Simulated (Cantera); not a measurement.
An isothermal, constant-pressure homogeneous reactor starts with 5.00 % CH4, 95.0 % N2, at 1675 K and 0.00850 bar.

Cantera simulation using GRI-Mech 3.0 (53 species, 325 reactions); the numbers are that mechanism's predictions, not measurements. GRI-Mech 3.0 stops at C3 and has no aromatics, soot or wall deposition, so with more carbon than oxygen in the feed, carbon stays in small species such as C2H2 where larger ones or solid carbon would form. Radical loss at walls, strong at low pressure, is not modelled.

**Question.** Predict: x(CH4) at 20.0 s; x(C2H2) at 20.0 s; x(CH3) at 20.0 s; x(HCN) at 20.0 s; x(C2H4) at 20.0 s; x(H2) at 20.0 s.

**Answer.** 
- x(CH4) at 20.0 s: 0.000116 (gas-phase equilibrium 1.79e-6)
- x(C2H2) at 20.0 s: 0.0237 (gas-phase equilibrium 0.00497)
- x(CH3) at 20.0 s: 1.04e-5 (gas-phase equilibrium 1.72e-7)
- x(HCN) at 20.0 s: 1.94e-5 (gas-phase equilibrium 0.0377)
- x(C2H4) at 20.0 s: 9.05e-7 (gas-phase equilibrium 1.77e-7)
- x(H2) at 20.0 s: 0.0711 (gas-phase equilibrium 0.0712)
